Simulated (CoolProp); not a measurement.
Saturation properties of n-heptane (Tc = 541.2 K, pc = 2774 kPa, ω = 0.349).

The numbers come from the reference Helmholtz-energy equation of state, Span 2003 in CoolProp. It is a short technical equation, of lower accuracy than the large ones.

| T (K) | p (kPa) | vapour density (kg/m³) | enthalpy of vaporisation (kJ/kg) | liquid conductivity (mW/(m K)) |
|---|---|---|---|---|
| 401.2 | 224.8 | ? | ? | 93.6 |
| 413.9 | 303.8 | 9.977 | 283.4 | 90.4 |
| 426.6 | 402.3 | 13.18 | ? | 87.3 |
| 439.2 | 522.3 | 17.17 | ? | 84.4 |
| 451.9 | 668.7 | 22.21 | 246.1 | 81.4 |
| 464.6 | 844.2 | 28.55 | 231.2 | 78.5 |
| 477.3 | 1052 | 36.61 | 214.5 | 75.6 |
| 489.9 | 1295 | 46.97 | ? | ? |
| 502.6 | 1581 | 60.99 | 172.9 | 69.7 |

Problem. Complete the blanks.

Solution. 
- 401.2, vapour density (kg/m³): 7.438
- 401.2, enthalpy of vaporisation (kJ/kg): 294.1
- 426.6, enthalpy of vaporisation (kJ/kg): 271.9
- 439.2, enthalpy of vaporisation (kJ/kg): 259.6
- 489.9, enthalpy of vaporisation (kJ/kg): 195.5
- 489.9, liquid conductivity (mW/(m K)): 72.7

It boils at 371.5 K under 1 atm.

Thermal conductivity comes from a separate model (Assael 2013).
